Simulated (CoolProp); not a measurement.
Saturated liquid density (kg/m³) of dimethyl ether: the reference equation beside estimates from Tc = 127.2 °C, pc = 5337 kPa, ω = 0.196. Rackett uses Z = 0.29056 − 0.08775 ω.

The numbers come from the reference Helmholtz-energy equation of state, Wu 2011 in CoolProp.

```tsv
T (°C)	reference	Rackett	van der Waals	Redlich-Kwong
-58.75	780.2	765.7	474.4	702.6
-44.85	762.1	748.4	464.3	?
-31.05	743.7	?	453.8	667.6
-17.15	724.6	712.0	442.6	648.3
-3.35	?	?	430.9	627.7
10.55	684.2	672.4	418.4	605.5
24.35	662.5	?	405.0	581.7
38.25	639.3	628.3	390.6	555.7
52.05	614.5	603.8	374.9	527.6
65.95	587.1	576.9	357.5	496.2
79.75	?	546.9	338.1	461.3
93.65	519.9	511.8	315.3	420.6
107.45	472.9	467.9	287.3	371.4
```

Question: Complete the blanks.

Answer: 
- -44.85, Redlich-Kwong: 685.6
- -31.05, Rackett: 730.6
- -3.35, reference: 704.9
- -3.35, Rackett: 692.8
- 24.35, Rackett: 651.1
- 79.75, reference: 556.4

Absolute difference from the reference over all 13 rows, mean and median: Rackett 1.7 and 1.7 %, van der Waals 39.0 and 39.0 %, Redlich-Kwong 13.5 and 12.2 %.
